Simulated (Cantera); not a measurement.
Stirred combustor or abatement burner

A perfectly stirred reactor is fed with CH₃OH : O₂ : N₂ = 1 : 1.9 : 5.7 (molar parts), equivalence ratio 0.79, at 101000 Pa; it is adiabatic with a 473 K inlet, and is followed from long to short residence time, starting on the burning branch (τ in s: 0.15, 0.07, 0.032, 0.014, 0.0066, 0.003, 0.0014, 0.00062, 0.00028, 0.00013, 5.8e-05, 2.6e-05, 1.2e-05).

Detailed kinetics in Cantera: GRI-Mech 3.0 (53 species, 325 reactions). GRI-Mech 3.0 was tuned for natural gas; its chemistry of methanol as a main component is partial and can be far from experiment.

```json
[
 {"τ (s)": "0.15", "T (K)": "2278", "x CH₃OH": "4.16e-7", "x O₂": "0.0435", "x C₂H₂": "<1e-12", "x HO₂": "3.48e-6", "x C₂H₄": "<1e-12", "x N₂O": "2.92e-7", "x CH₂CO": "1.19e-11"},
 {"τ (s)": "0.070", "T (K)": "2276", "x CH₃OH": "8.58e-7", "x O₂": "0.0442", "x C₂H₂": "<1e-12", "x HO₂": "3.58e-6", "x C₂H₄": "<1e-12", "x N₂O": "2.91e-7", "x CH₂CO": "2.53e-11"},
 {"τ (s)": "0.032", "T (K)": "2271", "x CH₃OH": "1.76e-6", "x O₂": "0.0449", "x C₂H₂": "2.79e-12", "x HO₂": "3.74e-6", "x C₂H₄": "1.77e-12", "x N₂O": "2.93e-7", "x CH₂CO": "5.52e-11"},
 {"τ (s)": "0.014", "T (K)": "2255", "x CH₃OH": "3.60e-6", "x O₂": "0.0459", "x C₂H₂": "7.44e-12", "x HO₂": "4.07e-6", "x C₂H₄": "5.21e-12", "x N₂O": "2.95e-7", "x CH₂CO": "1.25e-10"},
 {"τ (s)": "0.0066", "T (K)": "2230", "x CH₃OH": "6.55e-6", "x O₂": "0.0470", "x C₂H₂": "1.46e-11", "x HO₂": "4.75e-6", "x C₂H₄": "1.15e-11", "x N₂O": "2.90e-7", "x CH₂CO": "2.61e-10"},
 {"τ (s)": "0.0030", "T (K)": "2189", "x CH₃OH": "1.18e-5", "x O₂": "0.0486", "x C₂H₂": "2.98e-11", "x HO₂": "6.31e-6", "x C₂H₄": "2.68e-11", "x N₂O": "2.72e-7", "x CH₂CO": "6.06e-10"},
 {"τ (s)": "0.0014", "T (K)": "2136", "x CH₃OH": "2.06e-5", "x O₂": "0.0505", "x C₂H₂": "7.69e-11", "x HO₂": "9.26e-6", "x C₂H₄": "7.92e-11", "x N₂O": "2.45e-7", "x CH₂CO": "1.58e-9"},
 {"τ (s)": "0.00062", "T (K)": "2070", "x CH₃OH": "3.86e-5", "x O₂": "0.0531", "x C₂H₂": "2.86e-10", "x HO₂": "1.50e-5", "x C₂H₄": "3.35e-10", "x N₂O": "2.17e-7", "x CH₂CO": "5.14e-9"},
 {"τ (s)": "0.00028", "T (K)": "2001", "x CH₃OH": "7.56e-5", "x O₂": "0.0561", "x C₂H₂": "1.24e-9", "x HO₂": "2.50e-5", "x C₂H₄": "1.61e-9", "x N₂O": "1.94e-7", "x CH₂CO": "1.84e-8"},
 {"τ (s)": "0.00013", "T (K)": "1931", "x CH₃OH": "0.000160", "x O₂": "0.0604", "x C₂H₂": "5.73e-9", "x HO₂": "4.53e-5", "x C₂H₄": "8.30e-9", "x N₂O": "1.75e-7", "x CH₂CO": "7.28e-8"},
 {"τ (s)": "5.8e-5", "T (K)": "1838", "x CH₃OH": "0.000464", "x O₂": "0.0693", "x C₂H₂": "3.67e-8", "x HO₂": "0.000119", "x C₂H₄": "6.52e-8", "x N₂O": "1.50e-7", "x CH₂CO": "4.27e-7"},
 {"τ (s)": "2.6e-5", "T (K)": "473", "x CH₃OH": "0.116", "x O₂": "0.221", "x C₂H₂": "<1e-12", "x HO₂": "<1e-12", "x C₂H₄": "<1e-12", "x N₂O": "<1e-12", "x CH₂CO": "<1e-12"},
 {"τ (s)": "1.2e-5", "T (K)": "473", "x CH₃OH": "0.116", "x O₂": "0.221", "x C₂H₂": "<1e-12", "x HO₂": "<1e-12", "x C₂H₄": "<1e-12", "x N₂O": "<1e-12", "x CH₂CO": "<1e-12"}
]
```
x: mole fraction; the columns are a selection and need not sum to one.
